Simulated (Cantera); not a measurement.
Source: NASA polynomial tables (part measured, part estimated), evaluated in Cantera. Values are per mole of reaction as written; species without (g) are pure solids or liquids, kept so even where they would boil at 1 bar.

C + 2 Na2S = 4 Na(g) + CS2(g)

```tsv
T (K)	ΔH° (kJ)	ΔS° (J/K)	ΔG° (kJ)	log10 K	condensed phases
300	1278.3	654.4	1082.0	-188.38	C(graphite), Na2S(s)
948	[?]	[?]	[?]	[?]	C(graphite), Na2S(s)
1023	1238.3	589.1	635.7	-32.46	C(graphite), Na2S(s)
1098	1232.3	583.5	591.7	-28.15	C(graphite), Na2S(s)
1173	[?]	[?]	[?]	[?]	C(graphite), Na2S(s)
1248	1206.7	561.8	505.6	-21.16	C(graphite), Na2S(s)
1323	[?]	[?]	[?]	[?]	C(graphite), Na2S(s)
1398	[?]	[?]	[?]	[?]	C(graphite), Na2S(s)
1473	1128.5	505.6	383.8	-13.61	C(graphite), Na2S(l)
```

### Question
Fill in the missing entries.

### Answer

- 948, ΔH° (kJ): 1243.1
- 948, ΔS° (J/K): 594.0
- 948, ΔG° (kJ): 680.0
- 948, log10 K: -37.47
- 1173, ΔH° (kJ): 1222.6
- 1173, ΔS° (J/K): 574.9
- 1173, ΔG° (kJ): 548.2
- 1173, log10 K: -24.41
- 1323, ΔH° (kJ): 1187.0
- 1323, ΔS° (J/K): 546.5
- 1323, ΔG° (kJ): 464.0
- 1323, log10 K: -18.32
- 1398, ΔH° (kJ): 1176.6
- 1398, ΔS° (J/K): 538.8
- 1398, ΔG° (kJ): 423.3
- 1398, log10 K: -15.82
